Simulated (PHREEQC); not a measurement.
**Brine**

Consider water at 25 °C with 0.54 mol/kgw KCl and 0.18 mol/kgw Na2SO4. Closed to the air; pH follows from the charge balance.

Computed with PHREEQC (Pitzer model, pitzer.dat).

Precipitation was switched off in this run.

**Question.** Estimate the activity of water, density.

**Answer.** activity of water 0.976; density 1.043 g/cm³.
